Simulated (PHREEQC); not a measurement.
3.8 g of hydrous ferric oxide (600 m²/g; 0.2 weak and 0.005 strong sites per Fe, Dzombak-Morel constants, diffuse double layer) in 1 kg of water with 0.01 mol/kgw of an inert sodium salt, at 25 °C; the pH is set by adding NaOH or the inert anion's acid. O2 is buffered at 0.21 atm. CO2 from the air is kept out. No solid was allowed to form.

Equilibrium calculation in PHREEQC: ion-association model, wateq4f.dat.

```csv
pH,surface charge σ (C/m²),surface potential ψ (mV)
3,0.333,197
3.5,[?],192
4,[?],182
4.5,0.168,168
5,0.118,151
5.5,0.079,132
6,0.051,[?]
6.5,0.031,86
7,0.017,[?]
7.5,0.008,[?]
8,[?],6
8.5,-0.005,-22
9,-0.013,-49
```

Question: Complete the blanks.

Answer: 
- 3.5, surface charge σ (C/m²): 0.288
- 4, surface charge σ (C/m²): 0.228
- 6, surface potential ψ (mV): 110
- 7, surface potential ψ (mV): 60
- 7.5, surface potential ψ (mV): 34
- 8, surface charge σ (C/m²): 0.001

The oxide is taken as insoluble; below pH 4 it would dissolve.
